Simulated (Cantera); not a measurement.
Stirred combustor or abatement burner

A perfectly stirred reactor is fed with CO : H₂ : CH₄ : O₂ : N₂ : CO₂ = 1 : 0.32 : 0.13 : 1.42 : 5.32 : 0.22 (molar parts), equivalence ratio 0.65, at 500000 Pa; it is adiabatic with a 350 K inlet, and is followed from long to short residence time, starting on the burning branch (τ in s: 0.46, 0.18, 0.068, 0.026, 0.01, 0.0039, 0.0015, 0.00057, 0.00022, 8.5e-05).

Detailed kinetics in Cantera: GRI-Mech 3.0 (53 species, 325 reactions).

| τ (s) | T (K) | x CO | x H₂ | x CH₄ | x C₂H₄ | x HCO | x NO₂ |
|---|---|---|---|---|---|---|---|
| 0.46 | 1942 | 0.000316 | 2.87e-5 | 2.16e-7 | 1.22e-12 | 2.25e-10 | 1.03e-6 |
| 0.18 | 1942 | 0.000410 | 3.48e-5 | 5.04e-7 | 6.34e-12 | 5.73e-10 | 5.42e-7 |
| 0.068 | 1940 | 0.000627 | 4.91e-5 | 1.13e-6 | 2.82e-11 | 1.52e-9 | 3.34e-7 |
| 0.026 | 1936 | 0.00107 | 7.91e-5 | 2.29e-6 | 9.48e-11 | 3.98e-9 | 2.60e-7 |
| 0.010 | 1928 | 0.00193 | 0.000137 | 4.39e-6 | 2.53e-10 | 1.05e-8 | 2.30e-7 |
| 0.0039 | 1914 | 0.00347 | 0.000242 | 8.13e-6 | 5.73e-10 | 2.75e-8 | 2.00e-7 |
| 0.0015 | 1889 | 0.00627 | 0.000428 | 1.53e-5 | 1.19e-9 | 7.34e-8 | 1.51e-7 |
| 0.00057 | 1846 | 0.0112 | 0.000744 | 3.00e-5 | 2.41e-9 | 1.99e-7 | 9.95e-8 |
| 0.00022 | 1774 | 0.0197 | 0.00123 | 6.43e-5 | 5.32e-9 | 5.29e-7 | 6.34e-8 |
| 8.5e-5 | 1632 | 0.0377 | 0.00209 | 0.000193 | 1.98e-8 | 1.42e-6 | 3.48e-8 |
x: mole fraction; the columns are a selection and need not sum to one.
